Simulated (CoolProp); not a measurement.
Vapour-liquid equilibrium of n-pentane (1) + the fluoroketone C6F12O (FK-5-1-12) (2) at 0.592 MPa; x and y are mole fractions of (1).

Values from CoolProp's multi-fluid Helmholtz-energy mixture model, Thol 2019 and McLinden 2015; pair parameters Bell 2016.

```json
[
 {"x": "0.05", "bubble temperature, mixture model (K)": "381.2", "bubble temperature, Raoult's law (K)": "384.3", "y, mixture model": "0.110", "y, Raoult's law": "0.064"},
 {"x": "0.2", "bubble temperature, mixture model (K)": "371.8", "bubble temperature, Raoult's law (K)": "382.4", "y, mixture model": "0.365", "y, Raoult's law": "0.245"},
 {"x": "0.35", "bubble temperature, mixture model (K)": "366.3", "bubble temperature, Raoult's law (K)": "380.6", "y, mixture model": "0.513", "y, Raoult's law": "0.413"},
 {"x": "0.5", "bubble temperature, mixture model (K)": "363.9", "bubble temperature, Raoult's law (K)": "378.8", "y, mixture model": "0.596", "y, Raoult's law": "0.567"},
 {"x": "0.65", "bubble temperature, mixture model (K)": "363.3", "bubble temperature, Raoult's law (K)": "377.0", "y, mixture model": "0.652", "y, Raoult's law": "0.710"},
 {"x": "0.8", "bubble temperature, mixture model (K)": "364.1", "bubble temperature, Raoult's law (K)": "375.3", "y, mixture model": "0.719", "y, Raoult's law": "0.841"},
 {"x": "0.95", "bubble temperature, mixture model (K)": "368.9", "bubble temperature, Raoult's law (K)": "373.6", "y, mixture model": "0.882", "y, Raoult's law": "0.962"}
]
```

The largest gap from Raoult's law is -14.9 K in bubble temperature, at x = 0.5. y crosses x between x = 0.65 and 0.8: the model has an azeotrope there.

The pair parameters rest on a limited set of measurements; away from them the model extrapolates.
